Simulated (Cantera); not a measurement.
A perfectly stirred reactor is fed with NH3 : H2 = 1 : 0.61 (molar parts), at 20.0 Torr; it is held at 1825 K, and followed from long to short residence time.

Cantera simulation using the gas-phase N/H chemistry of the illustrative SiF4/NH3 mechanism in the Surface Chemkin manual (1991); the numbers are that mechanism's predictions, not measurements. Walls and surfaces, which speed up NH3 decomposition in real reactors, are not modelled.

x: mole fraction; the columns are a selection and need not sum to one.

```
τ (s)   x NH3   x H2      x N2     x NH     x NH2   x N2H2       x N
------  -----  -----  --------  -------  --------  -------  --------
0.31    0.579  0.407    0.0127  5.32e-6  0.000449  2.77e-6   2.53e-7
0.15    0.601  0.393         …  5.21e-6  0.000453  2.83e-6   2.39e-7
0.069   0.612  0.385   0.00264  4.89e-6  0.000443  2.67e-6   2.16e-7
0.033   0.617  0.381   0.00105  4.25e-6  0.000413  2.27e-6   1.75e-7
0.015   0.620  0.380  0.000299  2.95e-6  0.000342  1.45e-6   1.02e-7
0.0073  0.621  0.379   5.59e-5  1.37e-6  0.000231  5.81e-7   3.31e-8
0.0034  0.621  0.379         …        …         …        …         …
0.0016  0.621  0.379   4.84e-7  8.40e-8   5.63e-5  2.53e-8  5.19e-10
```

**Question.** Fill in the missing entries.

**Answer.** 
- 0.15, x N2: 0.00615
- 0.0034, x N2: 5.45e-6
- 0.0034, x NH: 3.67e-7
- 0.0034, x NH2: 0.000118
- 0.0034, x N2H2: 1.28e-7
- 0.0034, x N: 4.69e-9
